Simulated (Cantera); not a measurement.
Feed: 1 mol Fe(CO)5, 0.61 mol CO, 1.1 mol H2, held at 1500 K and 63.8 Torr.

Equilibrium computed with Cantera from the NASA thermochemical tables; the gas is ideal and each condensed phase is pure. Candidate condensed phases: C, C6H6, C7H8, C8H18, Fe, Fe(CO)5, FeO, Fe(OH)2, Fe(OH)3, Fe2O3, Fe3O4, H2O; 114 gas species. The numbers say what is thermodynamically allowed, not how fast it happens.

Base state: CO 0.836, H2 0.164, CO2 3.94e-5, H 2.44e-5, H2O 2.00e-5 (mole fractions); condensed: Fe(γ).

Problem. What changes in the equilibrium state with this change: temperature from 1500 K to 975 K?

Solution. 
```tsv
species	before	after
CO	0.836	0.778
H2	0.164	0.166
CO2	3.94e-5	0.0494
H2O	2.00e-5	0.00659
H	2.44e-5	1.60e-9
CH4	5.87e-6	0.000294
Fe(γ), mol	1.000	0
C(graphite), mol	0	0.354
Fe(α), mol	0	1.00
```
Condensed phases not in the tables: cementite and carbon dissolved in iron.

Problem. What changes in the equilibrium state with this change: temperature from 1500 K to 948.15 K?

Solution. 
```
species            before     after
----------------  -------  --------
CO                  0.836     0.740
H2                  0.164     0.168
CO2               3.94e-5    0.0813
H2O               2.00e-5    0.0102
H                 2.44e-5     <1e-9
CH4               5.87e-6  0.000411
Fe(γ), mol          1.000         0
C(graphite), mol        0     0.560
Fe(α), mol              0      1.00
```
Condensed phases not in the tables: cementite and carbon dissolved in iron.
